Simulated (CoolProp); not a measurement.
Vapour-liquid equilibrium of m-xylene (1) + n-nonane (2) at 476.9 K; x and y are mole fractions of (1).

The numbers come from the multi-fluid Helmholtz-energy mixture model, Zhou 2012 and Lemmon 2006; pair parameters Bell 2016 in CoolProp.

| x | bubble pressure (MPa) | y at the bubble point | dew pressure at overall composition x (MPa) | liquid density (mol/L) |
|---|---|---|---|---|
| 0.05 | 0.3534 | 0.072 | 0.3503 | 4.408 |
| 0.2 | (withheld) | 0.260 | 0.3713 | 4.638 |
| 0.35 | 0.4009 | (withheld) | 0.3921 | 4.896 |
| 0.5 | 0.4175 | 0.554 | 0.4113 | 5.185 |
| 0.65 | (withheld) | 0.684 | 0.4269 | (withheld) |
| 0.8 | (withheld) | (withheld) | 0.4369 | 5.882 |
| 0.95 | 0.4404 | 0.950 | 0.4404 | 6.304 |

Q: Fill in the missing entries.

A: 
- 0.2, bubble pressure (MPa): 0.3797
- 0.35, y at the bubble point: 0.416
- 0.65, bubble pressure (MPa): 0.4296
- 0.65, liquid density (mol/L): 5.512
- 0.8, bubble pressure (MPa): 0.4374
- 0.8, y at the bubble point: 0.812

No azeotrope shows between x = 0.05 and 0.95.

Pair parameters are fitted to limited data, so mixtures are less certain than the pure fluids.
